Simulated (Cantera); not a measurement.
Charge: 1 mol CF4, 1.8 mol CH4, at 2225 °C and 13.3 mbar.

Cantera equilibrium calculation (NASA polynomials, part measured and part estimated; ideal gas, pure solids and liquids). Candidate condensed phases: C, C6H6, C7H8, C8H18; 95 gas species. Kinetics and transport are ignored.

Base state: HF 0.677, H2 0.219, H 0.101, C2H2 (acetylene) 0.00235, F 0.000651, C2H 7.75e-5, C3 3.62e-5, CF 2.11e-5 (mole fractions); condensed: C(graphite).

**Question.** What changes in the equilibrium state with this change: pressure from 13.3 mbar to 5.40 mbar?

**Answer.** 
```tsv
species	before	after
HF	0.677	0.660
H2	0.219	0.189
H	0.101	0.148
C	1.22e-5	3.00e-5
C3	3.62e-5	8.94e-5
CF	2.11e-5	3.48e-5
F	0.000651	0.00107
C(graphite), mol	2.77	2.77
```
